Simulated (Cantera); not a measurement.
An adiabatic, constant-pressure homogeneous reactor starts with C₂H₄ : O₂ : N₂ : H₂O = 1 : 2.5 : 27.5 : 0.84 (molar parts), equivalence ratio 1.2, at 1200 K and 1.00 atm. Integrator tolerance rtol = 1e-08.

Computed with Cantera and GRI-Mech 3.0 (53 species, 325 reactions). GRI-Mech 3.0 was tuned for natural gas; its chemistry of ethylene as a main component is partial and can be far from experiment.

Task: What does this change do: initial temperature 1200 to 1425 K?

Result: 
```tsv
quantity	before	after
time of steepest temperature rise	0.605 ms	89.1 µs
temperature at 0.500 s	2073 K	2267 K
equilibrium temperature	2073 K	2267 K
x(C₂H₄) at 0.500 s	<1e-12 (gas-phase equilibrium <1e-12)	<1e-12 (gas-phase equilibrium <1e-12)
x(O₂) at 0.500 s	1.84e-5 (gas-phase equilibrium 1.83e-5)	0.000238 (gas-phase equilibrium 0.000238)
x(H₂O) at 0.500 s	0.0786 (gas-phase equilibrium 0.0785)	0.0781 (gas-phase equilibrium 0.0781)
x(C₂H) at 0.500 s	<1e-12 (gas-phase equilibrium <1e-12)	<1e-12 (gas-phase equilibrium <1e-12)
x(H₂) at 0.500 s	0.00899 (gas-phase equilibrium 0.00900)	0.00867 (gas-phase equilibrium 0.00868)
```

Task: What does this change do: initial temperature 1200 to 1623 K?

Result: 
```tsv
quantity	before	after
time of steepest temperature rise	0.605 ms	39.9 µs
temperature at 0.500 s	2073 K	2416 K
equilibrium temperature	2073 K	2416 K
x(C₂H₄) at 0.500 s	<1e-12 (gas-phase equilibrium <1e-12)	<1e-12 (gas-phase equilibrium <1e-12)
x(O₂) at 0.500 s	1.84e-5 (gas-phase equilibrium 1.83e-5)	0.00104 (gas-phase equilibrium 0.00104)
x(H₂O) at 0.500 s	0.0786 (gas-phase equilibrium 0.0785)	0.0761 (gas-phase equilibrium 0.0761)
x(C₂H) at 0.500 s	<1e-12 (gas-phase equilibrium <1e-12)	<1e-12 (gas-phase equilibrium <1e-12)
x(H₂) at 0.500 s	0.00899 (gas-phase equilibrium 0.00900)	0.00924 (gas-phase equilibrium 0.00924)
```
